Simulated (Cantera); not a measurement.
A closed system holds: 1 mol B2O3, 8.4 mol NH3, 81 mol N2, held at 10000 Pa.

Cantera equilibrium calculation (NASA polynomials, part measured and part estimated; ideal gas, pure solids and liquids). Candidate condensed phases: B, BN, B2O3, B3O3H3, H2O; 39 gas species. Kinetics and transport are ignored.

At 2275 K, list the 7 most abundant gas species with their mole fractions, and the condensed phases.

N2 0.857, H2 0.115, H 0.00911, HBO2 0.00554, HBO 0.00453, BO 0.00409, B2O3 0.00260. Condensed: gas only.
